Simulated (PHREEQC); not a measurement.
# Phosphoric acid bath (model solution)

Consider water at 25 °C with 0.0061 mol H3PO4 and 1.8 mol HNO3 per kg of water. Closed to the air; pH follows from the charge balance.

Equilibrium calculation in PHREEQC: ion-association model, wateq4f.dat.

Each row changes one thing in this solution. This is a speciation only: nothing precipitates in the calculation.

| case | pH | H2PO4- (mol/kgw) | HPO4-2 (mol/kgw) |
|---|---|---|---|
| as made | -0.12 | 7.53e-5 | 1.60e-11 |
| diluted 10-fold with water | 0.84 | 3.73e-5 | 3.91e-11 |
| diluted 2-fold with water | 0.17 | [?] | 1.97e-11 |
| HNO3 from 1.8 to 1.98 mol/kgw | -0.16 | 7.21e-5 | [?] |
| H3PO4 replaced by Na3PO4 at the same molality | -0.11 | [?] | 1.63e-11 |
| temperature from 25 to 45 °C | -0.11 | 6.18e-5 | 1.54e-11 |

Q: Complete the blanks.

A: 
- diluted 2-fold with water, H2PO4- (mol/kgw): 5.64e-5
- HNO3 from 1.8 to 1.98 mol/kgw, HPO4-2 (mol/kgw): 1.43e-11
- H3PO4 replaced by Na3PO4 at the same molality, H2PO4- (mol/kgw): 7.61e-5

The ionic strength passes 0.7 mol/kgw, the rough limit of the ion-association models, in as made; diluted 2-fold with water; HNO3 from 1.8 to 1.98 mol/kgw; H3PO4 replaced by Na3PO4 at the same molality; temperature from 25 to 45 °C. H3PO4, which wateq4f.dat lacks, is added to it with the constant of phreeqc.dat. Constants without temperature data keep their 25 °C values here.
